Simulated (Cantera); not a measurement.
An isothermal, constant-pressure homogeneous reactor starts with 9.77 % H₂, 7.52 % O₂, 82.7 % N₂, at 1375 K and 750 Torr.

Cantera simulation using the H2/O2 subset of GRI-Mech 3.0, which has no nitrogen chemistry; the numbers are that mechanism's predictions, not measurements. The temperature is held fixed by assumption; the heat of reaction is taken as removed at once.

x: mole fraction; the columns are a selection and need not sum to one.

| t (s) | x H₂ | x O₂ | x OH | x O | x H₂O₂ | x HO₂ | x H |
|---|---|---|---|---|---|---|---|
| 5.00e-5 | 0.0256 | 0.0419 | 0.00433 | 0.00884 | … | 1.98e-5 | 0.0325 |
| 0.000182 | 0.00350 | 0.0286 | 0.00193 | 0.00184 | … | 1.51e-5 | 0.00319 |
| 0.000660 | 0.000287 | 0.0276 | 0.000492 | 0.000126 | … | 5.67e-6 | 5.98e-5 |
| 0.00240 | 2.14e-5 | 0.0276 | 0.000142 | 1.01e-5 | … | 7.15e-7 | 1.35e-6 |
| 0.00871 | 2.76e-6 | 0.0277 | 5.54e-5 | 1.52e-6 | … | 1.09e-7 | 7.49e-8 |
| 0.0316 | 5.97e-7 | 0.0277 | 2.65e-5 | 3.49e-7 | … | 2.86e-8 | 8.22e-9 |
| 0.115 | 2.27e-7 | 0.0277 | 1.61e-5 | 1.30e-7 | … | 1.70e-8 | 1.97e-9 |
| 0.417 | 1.90e-7 | 0.0277 | 1.46e-5 | 1.07e-7 | 1.62e-9 | 1.63e-8 | 1.51e-9 |
| 1.52 | 1.90e-7 | 0.0277 | 1.46e-5 | 1.07e-7 | 1.61e-9 | 1.63e-8 | 1.50e-9 |
| 5.51 | 1.90e-7 | 0.0277 | 1.46e-5 | 1.07e-7 | 1.61e-9 | 1.63e-8 | 1.50e-9 |
| 20.0 | 1.90e-7 | 0.0277 | 1.46e-5 | 1.07e-7 | 1.61e-9 | 1.63e-8 | 1.50e-9 |

Q: Complete the blanks.

A: 
- 5.00e-5, x H₂O₂: 2.22e-6
- 0.000182, x H₂O₂: 1.90e-6
- 0.000660, x H₂O₂: 5.18e-7
- 0.00240, x H₂O₂: 9.11e-8
- 0.00871, x H₂O₂: 1.86e-8
- 0.0316, x H₂O₂: 4.86e-9
- 0.115, x H₂O₂: 1.93e-9
